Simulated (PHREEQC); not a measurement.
Solution (35 °C): 0.011 mol NH3, 2.7e-05 mol H4SiO4 and 3.5e-05 mol KH2PO4 per kg of water. Closed to the air; pH follows from the charge balance.

All values are PHREEQC results (ion-association model, phreeqc.dat), not measurements.

```csv
quantity,before,after
pH,10.30,10.67
ionic strength (mol/kgw),0.000554,0.00114
NH4+ (mol/kgw),0.000483,0.00107
H3SiO4- (mol/kgw),2.17e-5,2.44e-5
H4SiO4 (mol/kgw),5.22e-6,2.47e-6
SI of Quartz (SiO2),-1.44,-1.77
```

**Question.** Which change was made?
(A) 0.003 mol/kgw NaHCO3 added
(B) KH2PO4 from 3.5e-05 to 7e-05 mol/kgw
(C) 0.0002 mol/kgw HF added
(D) NH3 replaced by (NH4)2HPO4 at the same molality
(E) NH3 from 0.011 to 0.055 mol/kgw

**Answer.** E, NH3 from 0.011 to 0.055 mol/kgw

No solid was allowed to form.
